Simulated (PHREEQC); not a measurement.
Dissolve 0.0085 mol/kgw H2SO4 and 0.0043 mol/kgw CuCl2 at 25 °C. Closed to the air; pH follows from the charge balance.

Model: ion-association model, wateq4f.dat, run in PHREEQC.

```json
{
 "pH": "1.92",
 "ionic_strength": "0.0283 mol/kgw",
 "total_alkalinity": "-17.0 meq/kg"
}
```

```
species  molality  activity   log γ
-------  --------  --------  ------
H+         0.0138    0.0121  -0.057
Cl-       0.00856   0.00726  -0.071
SO4-2     0.00438   0.00235  -0.270
Cu+2      0.00337   0.00186  -0.258
HSO4-     0.00323   0.00276  -0.069
CuSO4    0.000888  0.000894   0.003
CuCl+     4.28e-5   3.64e-5  -0.070
CuCl2     1.41e-7   1.42e-7   0.003
CuOH+     1.81e-9   1.54e-9  -0.070
```

This is a speciation only: nothing precipitates in the calculation.
